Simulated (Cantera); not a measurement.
Adiabatic ignition

An adiabatic, constant-volume homogeneous reactor starts with 6.38 % CH₄, 19.6 % O₂, 74.0 % N₂, equivalence ratio 0.65, at 1325 K and 100000 Pa.

Cantera simulation using GRI-Mech 3.0 (53 species, 325 reactions); the numbers are that mechanism's predictions, not measurements.

```tsv
t (s)	T (K)	P (bar)	x CH₄	x O₂	x C₂H₆	x CH₃	x CO
5.00e-6	1325	1.00	0.0638	0.196	<1e-12	2.79e-8	<1e-12
2.26e-5	1325	1.000	0.0638	0.196	4.38e-12	1.33e-7	1.38e-12
0.000103	1325	1.000	0.0638	0.196	5.21e-10	7.09e-7	1.44e-10
0.000464	1325	1.00	0.0638	0.196	1.39e-7	6.11e-6	2.66e-8
0.00210	1326	1.00	0.0635	0.196	4.37e-5	4.16e-5	1.29e-5
0.00952	2660	2.04	<1e-12	0.0637	<1e-12	<1e-12	0.0117
0.0431	2654	2.03	<1e-12	0.0619	<1e-12	<1e-12	0.0115
0.195	2654	2.03	<1e-12	0.0619	<1e-12	<1e-12	0.0115
0.883	2654	2.03	<1e-12	0.0619	<1e-12	<1e-12	0.0115
4.00	2654	2.03	<1e-12	0.0619	<1e-12	<1e-12	0.0115
```
x: mole fraction; the columns are a selection and need not sum to one.

- time of steepest temperature rise: 6.61 ms
- temperature at 4.00 s: 2654 K
- equilibrium temperature: 2654 K
- x(CH₄) at 4.00 s: <1e-12 (gas-phase equilibrium <1e-12)
- x(O₂) at 4.00 s: 0.0619 (gas-phase equilibrium 0.0619)
- x(C₂H₆) at 4.00 s: <1e-12 (gas-phase equilibrium <1e-12)
